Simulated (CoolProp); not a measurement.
Hexamethyldisiloxane (MM) along the isobar 101 kPa: density (kg/m³) from the reference equation and from simpler models built on Tc = 518.7 K, pc = 1931 kPa, ω = 0.418; each cubic takes its own stable root.

The numbers come from the reference Helmholtz-energy equation of state, Thol 2016 in CoolProp.

```csv
T (K),phase,reference
227.2,liquid,832.5
235.7,liquid,823.9
244.1,liquid,815.4
252.5,liquid,806.8
261,liquid,798.2
269.4,liquid,789.6
277.9,liquid,780.8
286.3,liquid,772.1
294.7,liquid,763.3
303.2,liquid,754.3
311.6,liquid,745.4
320,liquid,736.3
328.5,liquid,727.0
336.9,liquid,717.7
345.3,liquid,708.2
```

### Question
How far does each simpler model (Redlich-Kwong, Soave-Redlich-Kwong) lie from the reference over these 15 states: mean and median of the absolute difference, and the worst?

### Answer
- Redlich-Kwong: mean 17.4 %, median 11.5 %, worst -99.1 % at 345.3 K and 101 kPa
- Soave-Redlich-Kwong: mean 7.5 %, median 7.3 %, worst -9.2 % at 227.2 K and 101 kPa

At some of these states Redlich-Kwong gives the other phase, because its saturation line lies elsewhere.
